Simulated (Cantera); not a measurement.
Mixture: H₂ : O₂ : N₂ = 1 : 0.278 : 1.04 (molar parts), at 5.53 atm, adiabatic and at constant pressure. Ignition delay is the time to a rise of 400 K.

Computed with Cantera and GRI-Mech 3.0 (53 species, 325 reactions). The hydrogen kinetics of GRI-Mech 3.0 are dated; newer H2 mechanisms differ, most at raised pressure. Where the delays flatten at high temperature, the 400 K rule measures the pace of heat release, not the induction time.

Question: Predict: delay at 1298 K; delay at 1373 K; delay at 1448 K; delay at 1523 K; delay at 1598 K; apparent activation energy between 1448 and 1598 K.

Answer: 
- delay at 1298 K = 6.84 µs
- delay at 1373 K = 4.44 µs
- delay at 1448 K = 3.21 µs
- delay at 1523 K = 2.48 µs
- delay at 1598 K = 2.00 µs
- apparent activation energy between 1448 and 1598 K = 61 kJ/mol
